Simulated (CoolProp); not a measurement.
A single-stage vapour-compression cycle with R141b: evaporating at 261.15 K (dew point), condensing at 282.15 K (bubble point), superheat 5 K, subcooling 2 K, compressor efficiency 0.7, no pressure losses. Each further row changes one setting.

The numbers come from the reference Helmholtz-energy equation of state, Lemmon 2006 in CoolProp. It is a short technical equation, of lower accuracy than the large ones.

```json
[
 {"case": "as stated", "cooling COP": "8.27", "pressure ratio": "2.64", "discharge temperature (K)": "303.9", "refrigerating effect (kJ/kg)": "225", "volumetric capacity (kJ/m³)": "190"},
 {"case": "evaporating temperature 266.15 K", "cooling COP": "[?]", "pressure ratio": "2.06", "discharge temperature (K)": "299.4", "refrigerating effect (kJ/kg)": "[?]", "volumetric capacity (kJ/m³)": "243"},
 {"case": "condensing temperature 277.15 K", "cooling COP": "11.0", "pressure ratio": "2.13", "discharge temperature (K)": "[?]", "refrigerating effect (kJ/kg)": "231", "volumetric capacity (kJ/m³)": "195"},
 {"case": "subcooling 7 K", "cooling COP": "8.48", "pressure ratio": "2.64", "discharge temperature (K)": "303.9", "refrigerating effect (kJ/kg)": "231", "volumetric capacity (kJ/m³)": "195"},
 {"case": "superheat 15 K", "cooling COP": "[?]", "pressure ratio": "2.64", "discharge temperature (K)": "[?]", "refrigerating effect (kJ/kg)": "[?]", "volumetric capacity (kJ/m³)": "188"},
 {"case": "compressor efficiency 0.6", "cooling COP": "7.09", "pressure ratio": "2.64", "discharge temperature (K)": "[?]", "refrigerating effect (kJ/kg)": "225", "volumetric capacity (kJ/m³)": "190"}
]
```

Problem. Fill in the missing entries.

Solution. 
- evaporating temperature 266.15 K, cooling COP: 11.2
- evaporating temperature 266.15 K, refrigerating effect (kJ/kg): 229
- condensing temperature 277.15 K, discharge temperature (K): 295.4
- superheat 15 K, cooling COP: 8.22
- superheat 15 K, discharge temperature (K): 314.5
- superheat 15 K, refrigerating effect (kJ/kg): 232
- compressor efficiency 0.6, discharge temperature (K): 309.7
